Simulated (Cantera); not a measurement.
Feed: 1 mol SiCl4, 4.6 mol H2, equilibrated at 1.80 bar.

These are equilibrium values from Cantera (NASA tables, ideal gas, pure condensed phases), not measurements of a reactor. Candidate condensed phases: Si; 19 gas species. The tables' values for SiCl3 are old estimates; treat these amounts as uncertain. The numbers say what is thermodynamically allowed, not how fast it happens. All values below are at 827 °C.

Base state: H2 0.779, SiCl4 0.138, HCl 0.0423, SiHCl3 0.0374, SiCl3 0.00177, SiH2Cl2 0.00122, SiCl2 0.000315, SiH3Cl 1.05e-5 (mole fractions); condensed: gas only.

Question: What changes in the equilibrium state with this change: SiCl4 replaced by Si?

Answer: 
```json
[
 {"species": "H2", "before": "0.779", "after": "1.000"},
 {"species": "SiCl4", "before": "0.138", "after": "0"},
 {"species": "HCl", "before": "0.0423", "after": "0"},
 {"species": "SiHCl3", "before": "0.0374", "after": "0"},
 {"species": "SiCl3", "before": "0.00177", "after": "0"},
 {"species": "SiH2Cl2", "before": "0.00122", "after": "0"},
 {"species": "SiCl2", "before": "0.000315", "after": "0"},
 {"species": "SiH3Cl", "before": "1.05e-5", "after": "0"},
 {"species": "Si(s), mol", "before": "0", "after": "1.000"}
]
```
